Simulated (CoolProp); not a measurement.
Properties of sulfur dioxide at several states (Tc = 430.6 K, pc = 78.87 bar, ω = 0.256).

Values from CoolProp's reference Helmholtz-energy equation of state, Gao 2016.

| T (K) | p (bar) | phase | Joule-Thomson coefficient (K/MPa) | isothermal compressibility (1/MPa) | expansivity (1/kK) |
|---|---|---|---|---|---|
| 474 | 0.105 | gas | 9.663 | 95.27 | 2.112 |
| 342 | 0.697 | gas | 24.39 | 14.45 | 2.998 |
| 412.2 | 59.2 | liquid | 1.716 | [?] | [?] |
| 397.2 | 350 | liquid | [?] | 0.002844 | [?] |
| 516.4 | 5.04 | gas | [?] | 2.008 | 2.023 |

Q: What belongs in the gaps?

A: 
- 412.2, isothermal compressibility (1/MPa): 0.03933
- 412.2, expansivity (1/kK): 12.81
- 397.2, Joule-Thomson coefficient (K/MPa): -0.05536
- 397.2, expansivity (1/kK): 2.290
- 516.4, Joule-Thomson coefficient (K/MPa): 7.835
